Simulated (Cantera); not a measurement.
Input: 1 mol Cu2O, 6.7 mol C, 0.37 mol CO, at 29.0 Pa.

Cantera equilibrium calculation (NASA polynomials, part measured and part estimated; ideal gas, pure solids and liquids). Candidate condensed phases: C, Cu, CuO, Cu2O; 15 gas species. Rates play no part.

**Question.** Which condensed phases are stable at each of these points (T (K)): 1525, 1625, 1725, 1825, 1925, 2025, 2125, 2225, 2325, 2425?

**Answer.** 
```json
[
 {"T (K)": "1525", "condensed phases": "C(graphite) + Cu(l)", "Cu condensed (%)": "96.9"},
 {"T (K)": "1625", "condensed phases": "C(graphite) + Cu(l)", "Cu condensed (%)": "83.2"},
 {"T (K)": "1725", "condensed phases": "C(graphite)", "Cu condensed (%)": "0.0"},
 {"T (K)": "1825", "condensed phases": "C(graphite)", "Cu condensed (%)": "0.0"},
 {"T (K)": "1925", "condensed phases": "C(graphite)", "Cu condensed (%)": "0.0"},
 {"T (K)": "2025", "condensed phases": "C(graphite)", "Cu condensed (%)": "0.0"},
 {"T (K)": "2125", "condensed phases": "C(graphite)", "Cu condensed (%)": "0.0"},
 {"T (K)": "2225", "condensed phases": "C(graphite)", "Cu condensed (%)": "0.0"},
 {"T (K)": "2325", "condensed phases": "C(graphite)", "Cu condensed (%)": "0.0"},
 {"T (K)": "2425", "condensed phases": "C(graphite)", "Cu condensed (%)": "0.0"}
]
```

From 1525 K to 1625 K the condensed part is C(graphite) + Cu(l). From 1725 K to 2425 K the condensed part is C(graphite).
